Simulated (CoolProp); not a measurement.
Vapour-liquid equilibrium of ethylene (1) + ethane (2) at 150.7 K; x and y are mole fractions of (1).

Model: multi-fluid Helmholtz-energy mixture model, Smukala 2000 and Bücker 2006; pair parameters Bell 2016, in CoolProp.

| x | bubble pressure, mixture model (bar) | bubble pressure, Raoult's law (bar) | y, mixture model | y, Raoult's law |
|---|---|---|---|---|
| 0.05 | 0.1151 | 0.1116 | 0.154 | 0.129 |
| 0.2 | 0.1477 | 0.1396 | 0.436 | 0.414 |
| 0.35 | 0.1756 | 0.1676 | 0.605 | 0.603 |
| 0.5 | 0.2016 | 0.1956 | 0.728 | 0.738 |
| 0.65 | 0.2272 | 0.2236 | 0.827 | 0.840 |
| 0.8 | 0.2533 | 0.2516 | 0.910 | 0.919 |
| 0.95 | 0.2800 | 0.2796 | 0.980 | 0.982 |

The largest gap from Raoult's law is +5.8 % in bubble pressure, at x = 0.2. No azeotrope shows between x = 0.05 and 0.95.

Pair parameters are fitted to limited data, so mixtures are less certain than the pure fluids.
